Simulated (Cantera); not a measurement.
## Equilibrium for carbon deposition, reforming and gasification: C2H5OH + O2 + N2

Charge: 1 mol C2H5OH, 0.17 mol O2, 0.46 mol N2, equilibrated at 473 Torr.

Equilibrium computed with Cantera from the NASA thermochemical tables; the gas is ideal and each condensed phase is pure. Candidate condensed phases: C, C6H6, C7H8, C8H18, H2O; 136 gas species. The numbers say what is thermodynamically allowed, not how fast it happens.

```json
[
 {"T (K)": "1300", "x H2": "0.622", "x CO": "0.279", "x N2": "0.0961", "x HCN": "5.06e-5", "x H": "1.10e-6", "x CH4": "0.00192", "x H2O": "0.000995", "x C2H2 (acetylene)": "3.58e-7", "n C(graphite)": "0.657"},
 {"T (K)": "1400", "x H2": "0.623", "x CO": "0.279", "x N2": "0.0959", "x HCN": "0.000121", "x H": "4.84e-6", "x CH4": "0.00106", "x H2O": "0.000408", "x C2H2 (acetylene)": "1.57e-6", "n C(graphite)": "0.657"},
 {"T (K)": "1500", "x H2": "0.624", "x CO": "0.279", "x N2": "0.0958", "x HCN": "0.000258", "x H": "1.75e-5", "x CH4": "0.000630", "x H2O": "0.000188", "x C2H2 (acetylene)": "5.63e-6", "n C(graphite)": "0.657"},
 {"T (K)": "1600", "x H2": "0.624", "x CO": "0.279", "x N2": "0.0956", "x HCN": "0.000500", "x H": "5.41e-5", "x CH4": "0.000401", "x H2O": "9.59e-5", "x C2H2 (acetylene)": "1.72e-5", "n C(graphite)": "0.656"},
 {"T (K)": "1700", "x H2": "0.624", "x CO": "0.279", "x N2": "0.0954", "x HCN": "0.000894", "x H": "0.000147", "x CH4": "0.000269", "x H2O": "5.30e-5", "x C2H2 (acetylene)": "4.58e-5", "n C(graphite)": "0.654"},
 {"T (K)": "1800", "x H2": "0.624", "x CO": "0.279", "x N2": "0.0951", "x HCN": "0.00149", "x H": "0.000356", "x CH4": "0.000188", "x H2O": "3.13e-5", "x C2H2 (acetylene)": "0.000109", "n C(graphite)": "0.651"},
 {"T (K)": "1900", "x H2": "0.623", "x CO": "0.279", "x N2": "0.0946", "x HCN": "0.00236", "x H": "0.000789", "x CH4": "0.000137", "x H2O": "1.95e-5", "x C2H2 (acetylene)": "0.000238", "n C(graphite)": "0.645"},
 {"T (K)": "2000", "x H2": "0.621", "x CO": "0.279", "x N2": "0.0939", "x HCN": "0.00356", "x H": "0.00161", "x CH4": "0.000103", "x H2O": "1.28e-5", "x C2H2 (acetylene)": "0.000477", "n C(graphite)": "0.637"},
 {"T (K)": "2100", "x H2": "0.619", "x CO": "0.279", "x N2": "0.0929", "x HCN": "0.00514", "x H": "0.00309", "x CH4": "7.96e-5", "x H2O": "8.72e-6", "x C2H2 (acetylene)": "0.000894", "n C(graphite)": "0.625"}
]
```
x: gas mole fraction; n: condensed amount in mol.

From 1300 K to 2100 K the condensed part is C(graphite). The main C-bearing gas is CO throughout.
